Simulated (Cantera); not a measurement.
Charge: 1 mol FeS, a varied amount of SO3, 1.4 mol N2, held at 1550 K and 0.130 bar.

Method: chemical equilibrium by Gibbs-energy minimisation in Cantera with the NASA 1993 tables (ideal gas, pure condensed phases). Candidate condensed phases: Fe, FeO, FeS, FeSO4, FeS2, Fe2O3, Fe2(SO4)3, Fe3O4, S; 19 gas species. Metal and sulfide melt together well below either melting point, which pure phases cannot show. Mutual solubility and eutectic melting of coexisting phases are not modelled. The tables' stoichiometric FeO is somewhat more stable than real wüstite, so its field is too wide. FeO, FeS: taken at fixed stoichiometry. Kinetics and transport are ignored.

x: gas mole fraction; n: condensed amount in mol.

```tsv
n(SO3) (mol)	x N2	x SO2	x S2	x SO	x S2O	x S	n FeO(s)	n FeS(l)	n Fe3O4(s)
0.1	0.900	0.0562	0.0411	0.00209	[?]	4.01e-5	0.121	0.879	0
0.15	0.859	0.0840	0.0537	0.00273	[?]	4.59e-5	0.170	0.830	0
0.22	0.807	0.120	0.0681	0.00347	[?]	5.17e-5	0.235	0.765	0
0.33	0.738	0.170	0.0859	0.00437	[?]	5.80e-5	0.334	0.666	0
0.48	0.661	0.227	0.104	0.00530	[?]	6.39e-5	0.463	0.537	0
0.71	0.571	0.295	0.124	0.00632	[?]	6.98e-5	0.657	0.343	0
1	0.487	0.360	0.142	0.00721	[?]	7.45e-5	0.896	0.104	0
1.5	0.397	0.490	0.102	0.00774	[?]	6.31e-5	1.00	0	0
2.2	0.318	0.631	0.0420	0.00704	[?]	4.06e-5	1.00	0	0
3.3	0.246	0.751	0.000692	0.00275	[?]	5.21e-6	0	0	0.333
```

### Question
Some entries are withheld; supply them.

### Answer

- 0.1, x S2O: 0.000643
- 0.15, x S2O: 0.000961
- 0.22, x S2O: 0.00137
- 0.33, x S2O: 0.00194
- 0.48, x S2O: 0.00259
- 0.71, x S2O: 0.00338
- 1, x S2O: 0.00412
- 1.5, x S2O: 0.00374
- 2.2, x S2O: 0.00219
- 3.3, x S2O: 0.000110
